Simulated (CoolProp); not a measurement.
Values from CoolProp's reference Helmholtz-energy equation of state, Lemmon 2006. It is a short technical equation, of lower accuracy than the large ones.

Problem. Give the vapour pressure (bar), liquid density (kg/m³), enthalpy of vaporisation (kJ/kg), liquid cp (kJ/(kg K)) of saturated C3F8 (R218) at -34.55 °C.

Solution. 
```tsv
T (°C)	p (bar)	liquid density (kg/m³)	enthalpy of vaporisation (kJ/kg)	liquid cp (kJ/(kg K))
-34.55	1.12	1600	104	0.980
```
